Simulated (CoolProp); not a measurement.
Properties of n-perfluorohexane along the isobar 1.79 MPa.

Values from CoolProp's reference Helmholtz-energy equation of state, Gao 2022.

| T (K) | phase | density (kg/m³) | Joule-Thomson coefficient (K/MPa) | expansivity (1/kK) | fugacity coefficient |
|---|---|---|---|---|---|
| 229.5 | liquid | 1873 | -0.3779 | 1.463 | 0.0002888 |
| 247.9 | liquid | ___ | ___ | 1.492 | 0.001184 |
| 266.3 | liquid | 1772 | -0.3342 | ___ | 0.003799 |
| 284.7 | liquid | ___ | -0.3069 | 1.613 | 0.01004 |
| 303 | liquid | 1670 | -0.2740 | 1.713 | 0.02264 |
| 321.4 | liquid | 1616 | -0.2324 | 1.850 | 0.04522 |
| 339.8 | liquid | 1560 | -0.1775 | 2.041 | 0.08141 |
| 358.1 | liquid | 1499 | -0.1016 | 2.309 | 0.1341 |
| 376.5 | liquid | 1432 | 0.01274 | 2.713 | 0.2058 |
| 394.9 | liquid | 1355 | 0.2021 | 3.370 | 0.2969 |
| 413.3 | liquid | 1260 | 0.5723 | 4.625 | 0.4054 |
| 431.6 | liquid | 1130 | 1.591 | 8.071 | 0.5261 |
| 450 | supercritical | 488.7 | 30.62 | ___ | 0.6474 |

Task: Fill in the missing entries.

Result: 
- 247.9, density (kg/m³): 1822
- 247.9, Joule-Thomson coefficient (K/MPa): -0.3575
- 266.3, expansivity (1/kK): 1.541
- 284.7, density (kg/m³): 1722
- 450, expansivity (1/kK): 211.7
